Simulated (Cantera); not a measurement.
Equilibrium for aluminium nitride and oxide growth: Al(CH3)3 + H2O + N2

Feed: 1 mol Al(CH3)3, 1.1 mol H2O, 6.8 mol N2, equilibrated at 1500 Pa.

Cantera equilibrium calculation (NASA polynomials, part measured and part estimated; ideal gas, pure solids and liquids). Candidate condensed phases: Al, AlN, Al2O3, C, C6H6, C7H8, C8H18, H2O; 148 gas species. The feed counts by its element totals alone. Equilibrium is a limit: real reactors are often held back by kinetics, nucleation or transport.

| T (K) | x N2 | x H2 | x CO | x H | x Al | x HCN | n AlN(s) | n C(graphite) |
|---|---|---|---|---|---|---|---|---|
| 1623 | 0.484 | 0.430 | 0.0846 | 0.000370 | 2.31e-6 | 0.00107 | 1.000 | 1.89 |
| 1648 | 0.484 | 0.430 | 0.0846 | 0.000477 | 4.72e-6 | 0.00125 | 1.000 | 1.88 |
| 1673 | 0.484 | 0.430 | 0.0846 | 0.000609 | 9.44e-6 | 0.00144 | 1.000 | 1.88 |
| 1698 | 0.484 | 0.429 | 0.0846 | 0.000774 | 1.85e-5 | 0.00165 | 1.000 | 1.88 |
| 1723 | 0.483 | 0.429 | 0.0846 | 0.000975 | 3.55e-5 | 0.00189 | 1.000 | 1.87 |
| 1748 | 0.483 | 0.429 | 0.0846 | 0.00122 | 6.68e-5 | 0.00215 | 0.999 | 1.87 |
| 1773 | 0.483 | 0.428 | 0.0845 | 0.00152 | 0.000124 | 0.00244 | 0.998 | 1.87 |
| 1798 | 0.483 | 0.428 | 0.0845 | 0.00188 | 0.000225 | 0.00276 | 0.997 | 1.86 |
| 1823 | 0.482 | 0.427 | 0.0845 | 0.00231 | 0.000402 | 0.00311 | 0.995 | 1.86 |
| 1848 | 0.482 | 0.426 | 0.0844 | 0.00283 | 0.000707 | 0.00350 | 0.990 | 1.85 |
| 1873 | 0.481 | 0.425 | 0.0843 | 0.00344 | 0.00123 | 0.00391 | 0.983 | 1.84 |
| 1898 | 0.481 | 0.424 | 0.0842 | 0.00416 | 0.00209 | 0.00436 | 0.972 | 1.84 |
| 1923 | 0.480 | 0.422 | 0.0839 | 0.00500 | 0.00353 | 0.00484 | 0.952 | 1.83 |
| 1948 | 0.479 | 0.420 | 0.0836 | 0.00598 | 0.00586 | 0.00536 | 0.920 | 1.82 |
x: gas mole fraction; n: condensed amount in mol.

From 1623 K to 1948 K the condensed part is AlN(s) + C(graphite). The main Al-bearing gas is Al throughout.
